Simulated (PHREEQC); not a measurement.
Solution (25 °C): 0.21 mol/kgw HCl and 0.016 mol/kgw NiCl2. Closed to the air; pH follows from the charge balance.

Computed with PHREEQC (ion-association model, wateq4f.dat).

* **pH**: 0.78
* **ionic strength**: 0.251 mol/kgw
* **activity of water**: 0.992
* **total alkalinity**: -210 meq/kg

| species | molality | activity | log γ |
|---|---|---|---|
| Cl- | 0.238 | 0.165 | -0.158 |
| H+ | 0.210 | 0.166 | -0.103 |
| Ni+2 | 0.0129 | 0.00384 | -0.527 |
| NiCl+ | 0.00216 | 0.00160 | -0.132 |
| NiCl2 | 0.000904 | 0.000957 | 0.025 |

This is a speciation only: nothing precipitates in the calculation.
